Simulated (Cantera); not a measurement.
A perfectly stirred reactor is fed with H2 : O2 : N2 = 1.5 : 0.98 : 3.69 (molar parts), at 750 Torr; it is adiabatic with a 500 K inlet, and is followed from long to short residence time, starting on the burning branch (τ in s: 0.035, 0.015, 0.0062, 0.0026, 0.0011, 0.00046, 0.00019, 8.1e-05, 3.4e-05).

Detailed kinetics in Cantera: GRI-Mech 3.0 (53 species, 325 reactions).

One state of this run: T (K) = 2015; x H2 = 0.0167; x O2 = 0.0451; x HO2 = 1.32e-5; x OH = 0.0151; x NO = 6.40e-5; x H2O = 0.241; x O = 0.00673. x: mole fraction; the columns are a selection and need not sum to one.

Q: Which value of τ (s) does it belong to?
A. 8.1e-5
B. 0.015
C. 0.00046
D. 3.4e-5

A: C, 0.00046
